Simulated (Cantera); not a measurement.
A perfectly stirred reactor is fed with C2H6 : N2 = 1 : 1.2 (molar parts), at 20.0 Torr; it is held at 1425 K, and followed from long to short residence time.

Model: GRI-Mech 3.0 (53 species, 325 reactions), integrated in Cantera. GRI-Mech 3.0 stops at C3 and has no aromatics, soot or wall deposition, so with more carbon than oxygen in the feed, carbon stays in small species such as C2H2 where larger ones or solid carbon would form. Radical loss at walls, strong at low pressure, is not modelled.

```tsv
quantity	before	after
x(C2H6) at τ = 25.0 s	9.23e-5	0.000118
x(CH4) at τ = 25.0 s	0.0452	0.0460
x(CH2) at τ = 25.0 s	1.34e-8	3.27e-8
x(C2H2) at τ = 25.0 s	0.224	0.224
x(H) at τ = 25.0 s	6.19e-5	9.74e-5
x(C2H6) at τ = 0.270 s	0.00428	0.00637
x(CH4) at τ = 0.270 s	0.111	0.128
x(CH2) at τ = 0.270 s	1.96e-7	4.10e-7
x(C2H2) at τ = 0.270 s	0.184	0.172
x(H) at τ = 0.270 s	0.000132	0.000176
```

**Question.** Name the change that produced these shifts.
A. temperature 1425 to 1600 K
B. temperature 1425 to 1025 K
C. pressure from 20.0 Torr to 10.00 Torr
D. pressure from 20.0 Torr to 0.390 Torr

**Answer.** C, pressure from 20.0 Torr to 10.00 Torr
